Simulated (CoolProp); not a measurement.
Vapour-liquid equilibrium of toluene (1) + m-xylene (2) at 81.85 °C; x and y are mole fractions of (1).

Model: multi-fluid Helmholtz-energy mixture model, Lemmon 2006 and Zhou 2012; pair parameters Bell 2016, in CoolProp.

Q: Give the bubble pressure and the first vapour's composition at x = 0.05, 0.65, 0.95. Is there an azeotrope?

A: x = 0.05: 0.1759 bar, y = 0.123; x = 0.65: 0.3362 bar, y = 0.822; x = 0.95: 0.4033 bar, y = 0.976. No azeotrope shows between x = 0.05 and 0.95.

Pair parameters are fitted to limited data, so mixtures are less certain than the pure fluids.
